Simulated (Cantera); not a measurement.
# Stirred combustor or abatement burner

A perfectly stirred reactor is fed with CH4 : C2H6 : O2 : N2 = 1 : 0.71 : 3.74 : 42 (molar parts), equivalence ratio 1.2, at 86000 Pa; it is adiabatic with a 423 K inlet, and is followed from long to short residence time, starting on the burning branch (τ in s: 0.33, 0.13, 0.055, 0.023, 0.0094, 0.0039, 0.0016, 0.00066, 0.00027, 0.00011, 4.7e-05).

Model: GRI-Mech 3.0 (53 species, 325 reactions), integrated in Cantera.

| τ (s) | T (K) | x CH4 | x C2H6 | x O2 | x CH3 | x C2H2 | x H2O2 | x O |
|---|---|---|---|---|---|---|---|---|
| 0.33 | 1272 | 0.00128 | 8.15e-5 | 0.00317 | 3.32e-5 | 0.000212 | 1.98e-8 | 9.03e-7 |
| 0.13 | 423 | 0.0211 | 0.0150 | 0.0788 | <1e-12 | <1e-12 | <1e-12 | <1e-12 |
| 0.055 | 423 | 0.0211 | 0.0150 | 0.0788 | <1e-12 | <1e-12 | <1e-12 | <1e-12 |
| 0.023 | 423 | 0.0211 | 0.0150 | 0.0788 | <1e-12 | <1e-12 | <1e-12 | <1e-12 |
| 0.0094 | 423 | 0.0211 | 0.0150 | 0.0788 | <1e-12 | <1e-12 | <1e-12 | <1e-12 |
| 0.0039 | 423 | 0.0211 | 0.0150 | 0.0788 | <1e-12 | <1e-12 | <1e-12 | <1e-12 |
| 0.0016 | 423 | 0.0211 | 0.0150 | 0.0788 | <1e-12 | <1e-12 | <1e-12 | <1e-12 |
| 0.00066 | 423 | 0.0211 | 0.0150 | 0.0788 | <1e-12 | <1e-12 | <1e-12 | <1e-12 |
| 0.00027 | 423 | 0.0211 | 0.0150 | 0.0788 | <1e-12 | <1e-12 | <1e-12 | <1e-12 |
| 0.00011 | 423 | 0.0211 | 0.0150 | 0.0788 | <1e-12 | <1e-12 | <1e-12 | <1e-12 |
| 4.7e-5 | 423 | 0.0211 | 0.0150 | 0.0788 | <1e-12 | <1e-12 | <1e-12 | <1e-12 |
x: mole fraction; the columns are a selection and need not sum to one.
